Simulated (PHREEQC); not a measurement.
0.23 g of hydrous ferric oxide (600 m²/g; 0.2 weak and 0.005 strong sites per Fe, Dzombak-Morel constants, diffuse double layer) in 1 kg of water with 0.1 mol/kgw of an inert sodium salt and 1.6e-06 mol/kgw CuCl2 and 0.00047 mol/kgw BaCl2, at 25 °C; the pH is set by adding NaOH or the inert anion's acid. Oxygen alone is held at its pressure in air (log pO2 = -0.68). The system is closed to CO2. Precipitation was switched off in this run.

Equilibrium calculation in PHREEQC: ion-association model, wateq4f.dat.

| pH | Cu sorbed (%) | Ba sorbed (%) | surface charge σ (C/m²) | surface potential ψ (mV) |
|---|---|---|---|---|
| 4 | 2.1 | 0.0 | 0.321 | 146 |
| 4.75 | 33.5 | 0.0 | 0.245 | 132 |
| 5.5 | 91.0 | 0.0 | 0.160 | 111 |
| 5.88 | 97.8 | 0.0 | 0.123 | 98 |
| 6.62 | 99.9 | 0.3 | 0.067 | 69 |
| 7.38 | 99.9 | 1.7 | 0.030 | 38 |
| 8.12 | 99.8 | 2.7 | 0.003 | 4 |
| 8.5 | 99.8 | 3.2 | -0.010 | -14 |
| 9.25 | 99.5 | 9.6 | -0.035 | -43 |
| 10 | 96.8 | 28.4 | -0.050 | -56 |

The database's constant for dissolved Cu(OH)2 is higher than later reviews accept.
